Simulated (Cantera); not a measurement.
# Iron carbonyl, mercury and lead vapours: Hg + N2 + H2

A closed system holds: 1 mol Hg, 3.2 mol N2, 4.9 mol H2, held at 852 °C and 1.00 bar.

These are equilibrium values from Cantera (NASA tables, ideal gas, pure condensed phases), not measurements of a reactor. Candidate condensed phases: Hg; 10 gas species. Rates play no part.

The x(H2) is 0.538 and the x(N2) comes out as 0.352. The x(Hg) is 0.110, the x(NH3) is 6.50e-5 and the gas amount is 9.099 mol. The log10 activity of Hg(l) (absent) comes out as -3.07.
